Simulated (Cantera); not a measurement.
Pb + CO + N₂ (iron carbonyl, mercury and lead vapours)

Input: 1 mol Pb, 1.1 mol CO, 8 mol N₂, held at 58.5 Torr.

These are equilibrium values from Cantera (NASA tables, ideal gas, pure condensed phases), not measurements of a reactor. Candidate condensed phases: C, Pb, PbO, PbO₂, Pb₃O₄; 27 gas species. Kinetics and transport are ignored.

```
T (K)  log p N₂  log p CO  log p Pb  log p CO₂  log p Pb₂  n C(graphite)  n Pb(l)
-----  --------  --------  --------  ---------  ---------  -------------  -------
875       -1.16     -2.09     -6.17      -3.15     -12.61         0.0816    1.000
925       -1.16     -2.05     -5.57      -3.62     -11.60         0.0282    1.000
975       -1.16     -2.03     -5.04      -4.08     -10.71        0.00963    0.999
1025      -1.16     -2.03     -4.56      -4.52      -9.90        0.00352    0.997
1075      -1.16     -2.03     -4.12      -4.92      -9.17        0.00140    0.991
1125      -1.16     -2.03     -3.72      -5.29      -8.51       0.000604    0.978
1175      -1.17     -2.03     -3.36      -5.62      -7.90       0.000279    0.949
1225      -1.17     -2.03     -3.03      -5.93      -7.35       0.000137    0.890
1275      -1.17     -2.04     -2.72      -6.23      -6.84              0    0.774
1325      -1.18     -2.05     -2.44      -6.51      -6.37              0    0.559
```
log p: log10 of the partial pressure in bar; n: condensed amount in mol.

From 875 K to 1225 K the condensed part is C(graphite) + Pb(l). From 1275 K to 1325 K the condensed part is Pb(l). The main Pb-bearing gas is Pb throughout.
